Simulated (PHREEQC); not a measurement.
Solution (25 °C): 0.0028 mol NH3, 0.0018 mol Na2SiO3 and 0.0068 mol K3PO4 per kg of water. Closed to the air; pH follows from the charge balance.

Model: ion-association model, wateq4f.dat, run in PHREEQC.

Precipitation was switched off in this run.

Task: Estimate the pH.

Result: pH 11.71.

Task: In which forms is P present?

Result: HPO4-2 64 %, PO4-3 35 %, KHPO4- 1.3 % of the P.

Species that the database lacks are ignored. H3PO4, which wateq4f.dat lacks, is added to it with the constant of phreeqc.dat.
